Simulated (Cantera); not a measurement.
A perfectly stirred reactor is fed with 0.238 % CH3OH, 4.48 % O2, 95.3 % N2, equivalence ratio 0.080, at 3750 Torr; it is held at 1325 K, and followed from long to short residence time.

Cantera simulation using GRI-Mech 3.0 (53 species, 325 reactions); the numbers are that mechanism's predictions, not measurements. GRI-Mech 3.0 was tuned for natural gas; its chemistry of methanol as a main component is partial and can be far from experiment.

x: mole fraction; the columns are a selection and need not sum to one.

| τ (s) | x CH3OH | x O2 | x CH2 | x CH4 | x H2O | x O |
|---|---|---|---|---|---|---|
| 0.51 | ? | 0.0412 | <1e-12 | 2.12e-10 | 0.00475 | 8.11e-7 |
| 0.28 | ? | 0.0412 | <1e-12 | 3.10e-10 | 0.00475 | 1.13e-6 |
| 0.15 | ? | 0.0413 | <1e-12 | 4.70e-10 | 0.00474 | 1.55e-6 |
| 0.085 | ? | 0.0413 | <1e-12 | 7.01e-10 | 0.00473 | 1.98e-6 |
| 0.046 | ? | 0.0414 | 1.56e-12 | 1.12e-9 | 0.00471 | 2.47e-6 |
| 0.025 | ? | 0.0415 | 2.53e-12 | 1.86e-9 | 0.00468 | 2.91e-6 |
| 0.014 | ? | 0.0417 | 4.06e-12 | 3.11e-9 | 0.00463 | 3.23e-6 |
| 0.0076 | ? | 0.0419 | 6.77e-12 | 5.47e-9 | 0.00454 | 3.45e-6 |
| 0.0042 | ? | 0.0421 | 1.13e-11 | 9.51e-9 | 0.00440 | 3.50e-6 |
| 0.0023 | ? | 0.0423 | 1.92e-11 | 1.64e-8 | 0.00416 | 3.38e-6 |

Problem. Complete the blanks.

Solution. 
- 0.51, x CH3OH: 2.05e-6
- 0.28, x CH3OH: 3.40e-6
- 0.15, x CH3OH: 5.70e-6
- 0.085, x CH3OH: 9.06e-6
- 0.046, x CH3OH: 1.49e-5
- 0.025, x CH3OH: 2.44e-5
- 0.014, x CH3OH: 3.91e-5
- 0.0076, x CH3OH: 6.48e-5
- 0.0042, x CH3OH: 0.000106
- 0.0023, x CH3OH: 0.000177
